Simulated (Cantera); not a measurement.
Charge: 1 mol CO, 0.24 mol CO2, at 1325 K and 0.00500 bar.

Equilibrium computed with Cantera from the NASA thermochemical tables; the gas is ideal and each condensed phase is pure. Candidate condensed phases: C; 12 gas species. Rates play no part.

Base state: CO 0.806, CO2 0.194 (mole fractions); condensed: gas only.

What changes in the equilibrium state with this change: temperature from 1325 K to 798.15 K?


```json
[
 {"species": "CO", "before": "0.806", "after": "0.725"},
 {"species": "CO2", "before": "0.194", "after": "0.275"},
 {"species": "C(graphite), mol", "before": "0", "after": "0.0795"}
]
```
